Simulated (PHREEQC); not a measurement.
Solution (25 °C): 0.15 mol/kgw NaHSO4 and 0.0031 mol/kgw NaOH. Closed to the air; pH follows from the charge balance.

The numbers come from PHREEQC with the ion-association model, phreeqc.dat.

```tsv
quantity	before	after
pH	1.33	1.57
ionic strength (mol/kgw)	0.255	0.210
Na+ (mol/kgw)	0.143	0.146
```

### Question
Which change was made?
A. NaOH replaced by NaAlO2 at the same molality
B. 0.22 mol/kgw H2SO4 added
C. temperature from 25 to 40 °C
D. temperature from 25 to 80 °C
E. NaHSO4 left out

### Answer
D, temperature from 25 to 80 °C

No solid was allowed to form. Constants without temperature data keep their 25 °C values here.
